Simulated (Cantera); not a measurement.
Gas mixture: 47.8 % CH₄, 52.2 % NH₃, at 900000 Pa, frozen composition.

Cantera's kinetic-theory transport with the Lennard-Jones parameters of GRI-Mech 3.0, ideal gas; thermal conductivity in the multicomponent form. Polar gases are described roughly by these parameters. The composition is frozen, though it would react at the higher temperatures.

D: mixture-averaged diffusion coefficient of that species in the mixture.

| T (K) | ρ (kg/m³) | cp (J/kg/K) | μ (µPa s) | λ (mW/m/K) | Pr | D (cm²/s) N₂ | D (cm²/s) H₂O | D (cm²/s) H₂ |
|---|---|---|---|---|---|---|---|---|
| 400 | 4.48 | 2388 | 14.2 | 48.3 | 0.701 | 0.0425 | 0.0419 | 0.144 |
| 550 | 3.26 | 2810 | 18.8 | 74.9 | 0.704 | 0.0751 | 0.0789 | 0.249 |
| 700 | 2.56 | 3220 | 23.0 | 104 | 0.711 | 0.114 | 0.126 | 0.375 |
| 850 | 2.11 | 3576 | 27.0 | 135 | 0.716 | 0.160 | 0.182 | 0.520 |
| 1000 | 1.79 | 3907 | 30.7 | 166 | 0.722 | 0.211 | 0.246 | 0.683 |
| 1150 | 1.56 | 4187 | 34.1 | 197 | 0.725 | 0.267 | 0.318 | 0.862 |
| 1300 | 1.38 | 4430 | 37.4 | … | 0.729 | … | … | … |
| 1450 | 1.24 | 4640 | 40.5 | 257 | 0.731 | 0.394 | 0.482 | 1.27 |
| 1600 | 1.12 | 4822 | 43.5 | … | 0.733 | … | … | … |

Q: Complete the blanks.

A: 
- 1300, λ (mW/m/K): 227
- 1300, D (cm²/s) N₂: 0.328
- 1300, D (cm²/s) H₂O: 0.397
- 1300, D (cm²/s) H₂: 1.06
- 1600, λ (mW/m/K): 286
- 1600, D (cm²/s) N₂: 0.464
- 1600, D (cm²/s) H₂O: 0.574
- 1600, D (cm²/s) H₂: 1.49
